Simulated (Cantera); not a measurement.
Cantera run:

```python
import numpy as np
import cantera as ct

gas_names = """
    B BH BH2 BH3 B2 H H2
""".split()
cond_names = """
    B(b) B(L)
""".split()


# ... load() reads the species with a 1 bar reference pressure and builds the phases ...
atoms = {
    'B': {'B': 1},
    'H2': {'H': 2},
}
top_T = {}  # K; cautious upper limits of use, not melting points


# ... equilibrate(T, P, feed) seeds the gas with the atoms and calls Mixture.equilibrate('TP', solver="vcs", rtol=1e-11, max_steps=5000) ...
results = []
feed = {'B': 1, 'H2': 54}  # mol
T = 2050  # K
P = 13332.2  # Pa
mix = equilibrate(T, P, feed)
results.append((T, P, feed, dict(zip(mix.species_names, mix.species_moles))))
x = sorted(zip(gas.X, gas.species_names), reverse=True)
print(f"T = {T:g} K  P = {P:g} Pa  gas = {mix.phase_moles(0):.4g} mol")
print("   x: " + "  ".join(f"{s} {v:.3e}" for v, s in x if v > 0.0001))
print("   condensed (mol): " + ("  ".join(f"{mix.phase(i).name} {mix.phase_moles(i):.4g}"
      for i in range(1, mix.n_phases) if mix.phase_moles(i) > 1e-12) or "none"))
```

Output:

```
T = 2050 K  P = 13332.2 Pa  gas = 54.17 mol
   x: H2 9.932e-01  H 6.192e-03  BH2 6.150e-04
   condensed (mol): B(b) 0.9657
```

Equilibrium computed with Cantera from the NASA thermochemical tables; the gas is ideal and each condensed phase is pure. The tables' values for BH2 are old estimates; treat these amounts as uncertain. Gases not in the tables: B2H6 and higher boranes.
